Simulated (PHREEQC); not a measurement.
NaOH is added in steps, without added water, to 1 kg of water holding 0.0087 mol/kgw Cu(BF4)2 and 9.4e-05 mol/kgw NaCl, at 25 °C. O2 is buffered at 0.21 atm. The system is closed to CO2. Solids allowed: Cu(OH)2, Atacamite, Halite, CuF2:2H2O. Others were left out.

Base run: PHREEQC, ion-association model, wateq4f.dat. Each further column changes one thing. The table gives pH.

| NaOH added (mol) | base | metal-ligand complexes left out | all activity coefficients set to 1 | Davies equation for every ion |
|---|---|---|---|---|
| 0 | 2.88 | 2.90 | 2.88 | 2.89 |
| 0.006875 | 3.63 | 3.67 | 3.68 | 3.64 |
| 0.01719 | 4.27 | 4.30 | 4.32 | 4.27 |
| 0.02406 | 4.56 | 4.59 | 4.62 | 4.56 |
| 0.03438 | 4.94 | 4.97 | 5.01 | 4.94 |
| 0.04125 | 5.23 | 5.26 | 5.29 | 5.23 |
| 0.05156 | 5.67 | 5.61 | 5.59 | 5.68 |
| 0.05844 | 5.80 | 5.74 | 5.73 | 5.81 |
| 0.06875 | 6.59 | 6.57 | 6.61 | 6.59 |
| 0.07562 | 8.85 | 8.85 | 8.97 | 8.87 |
| 0.08594 | 10.22 | 10.22 | 10.35 | 10.24 |
| 0.09281 | 11.65 | 11.65 | 11.77 | 11.66 |
| 0.1031 | 12.09 | 12.09 | 12.21 | 12.10 |
| 0.11 | 12.24 | 12.24 | 12.36 | 12.25 |

Real BF4- forms and hydrolyses slowly; the run takes it at equilibrium. The database's constant for dissolved Cu(OH)2 is higher than later reviews accept.
